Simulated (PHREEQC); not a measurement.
Dissolve 0.25 mol/kgw Cd(NO3)2 at 80 °C. It is in equilibrium with CO2 at log p = -3.4 (atm). Otherwise closed; pH follows from the charge balance.

All values are PHREEQC results (ion-association model, phreeqc.dat), not measurements.

```json
[
 {"quantity": "pH", "before": "4.62", "after": "6.73"},
 {"quantity": "ionic strength (mol/kgw)", "before": "0.719", "after": "0.722"},
 {"quantity": "CO2 (mol/kgw)", "before": "4.26e-6", "after": "4.26e-6"},
 {"quantity": "HCO3- (mol/kgw)", "before": "1.48e-7", "after": "1.90e-5"}
]
```

Name the change that produced these shifts.
A) 0.004 mol/kgw NaHCO3 added
B) diluted 10-fold with water
C) Cd(NO3)2 replaced by Sr(NO3)2 at the same molality
D) temperature from 80 to 25 °C
E) Cd(NO3)2 from 0.25 to 0.125 mol/kgw

A, 0.004 mol/kgw NaHCO3 added

No solid was allowed to form. The ionic strength passes 0.7 mol/kgw, the rough limit of the ion-association models, in every such run. Some of these states are supersaturated (in Otavite, for instance). Away from 25 °C the constants follow the database's enthalpies or fits; those with neither stay at their 25 °C values.
